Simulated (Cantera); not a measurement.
Premixed flame

A freely propagating, adiabatic, planar premixed flame of 5.79 % CH4, 1.39 % H2, 15.9 % O2, 74.7 % N2, 2.20 % H2O, equivalence ratio 0.77, unburnt at 450 K and 1.00 bar; mixture-averaged transport, grid criteria slope 0.08 and curve 0.16, no radiation.

Model: GRI-Mech 3.0 (53 species, 325 reactions), integrated in Cantera. Burning velocities carry a grid error of a few per cent, more on coarse grids.

```json
[
 {"z (mm)": "-1.99", "T (K)": "451", "u (m/s)": "0.330", "x CH4": "0.0579", "x H2": "0.0135", "x O2": "0.159", "x NO": "<1e-8", "x H": "<1e-8", "x C2H6": "3.47e-8"},
 {"z (mm)": "-1.33", "T (K)": "456", "u (m/s)": "0.333", "x CH4": "0.0577", "x H2": "0.0130", "x O2": "0.159", "x NO": "<1e-8", "x H": "<1e-8", "x C2H6": "6.29e-7"},
 {"z (mm)": "-0.994", "T (K)": "469", "u (m/s)": "0.343", "x CH4": "0.0569", "x H2": "0.0124", "x O2": "0.158", "x NO": "<1e-8", "x H": "<1e-8", "x C2H6": "3.14e-6"},
 {"z (mm)": "-0.663", "T (K)": "541", "u (m/s)": "0.396", "x CH4": "0.0533", "x H2": "0.0113", "x O2": "0.154", "x NO": "3.51e-8", "x H": "<1e-8", "x C2H6": "2.71e-5"},
 {"z (mm)": "-0.331", "T (K)": "863", "u (m/s)": "0.635", "x CH4": "0.0369", "x H2": "0.00977", "x O2": "0.128", "x NO": "4.84e-7", "x H": "1.06e-5", "x C2H6": "0.000246"},
 {"z (mm)": "-0.166", "T (K)": "1176", "u (m/s)": "0.868", "x CH4": "0.0204", "x H2": "0.00891", "x O2": "0.0991", "x NO": "1.15e-6", "x H": "0.000144", "x C2H6": "0.000370"},
 {"z (mm)": "0", "T (K)": "1486", "u (m/s)": "1.10", "x CH4": "0.00445", "x H2": "0.00708", "x O2": "0.0659", "x NO": "2.10e-6", "x H": "0.000960", "x C2H6": "4.56e-5"},
 {"z (mm)": "0.166", "T (K)": "1618", "u (m/s)": "1.19", "x CH4": "0.000217", "x H2": "0.00428", "x O2": "0.0488", "x NO": "3.19e-6", "x H": "0.00175", "x C2H6": "8.90e-8"},
 {"z (mm)": "0.331", "T (K)": "1672", "u (m/s)": "1.23", "x CH4": "5.88e-6", "x H2": "0.00316", "x O2": "0.0437", "x NO": "3.94e-6", "x H": "0.00168", "x C2H6": "<1e-8"},
 {"z (mm)": "0.663", "T (K)": "1734", "u (m/s)": "1.27", "x CH4": "<1e-8", "x H2": "0.00233", "x O2": "0.0404", "x NO": "4.81e-6", "x H": "0.00105", "x C2H6": "<1e-8"},
 {"z (mm)": "1.33", "T (K)": "1786", "u (m/s)": "1.30", "x CH4": "<1e-8", "x H2": "0.00130", "x O2": "0.0385", "x NO": "5.65e-6", "x H": "0.000400", "x C2H6": "<1e-8"},
 {"z (mm)": "2.65", "T (K)": "1818", "u (m/s)": "1.32", "x CH4": "<1e-8", "x H2": "0.000518", "x O2": "0.0376", "x NO": "6.32e-6", "x H": "9.50e-5", "x C2H6": "<1e-8"},
 {"z (mm)": "5.30", "T (K)": "1831", "u (m/s)": "1.33", "x CH4": "<1e-8", "x H2": "0.000174", "x O2": "0.0373", "x NO": "6.75e-6", "x H": "1.83e-5", "x C2H6": "<1e-8"}
]
```
x: mole fraction of selected species; z is measured from the peak of heat release.

```yaml
laminar_burning_velocity: 32.9 cm/s
thermal_thickness: 0.663 mm
peak x(H): 0.00179
peak x(C2H6): 0.000381
grid_points: 139
```
